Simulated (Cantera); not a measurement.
An adiabatic, constant-volume homogeneous reactor starts with CH4 : O2 : N2 = 1 : 1.43 : 5.37 (molar parts), equivalence ratio 1.4, at 1100 K and 10.9 atm.

Model: GRI-Mech 3.0 (53 species, 325 reactions), integrated in Cantera.

Problem. Predict: time of steepest temperature rise; temperature at 5.00 s; equilibrium temperature; x(O2) at 5.00 s.

Solution. 
```
Quantity                                                              Result
---------------------------------  -----------------------------------------
time of steepest temperature rise                                    17.8 ms
temperature at 5.00 s                                                 2916 K
equilibrium temperature                                               2916 K
x(O2) at 5.00 s                    0.000365 (gas-phase equilibrium 0.000365)
```
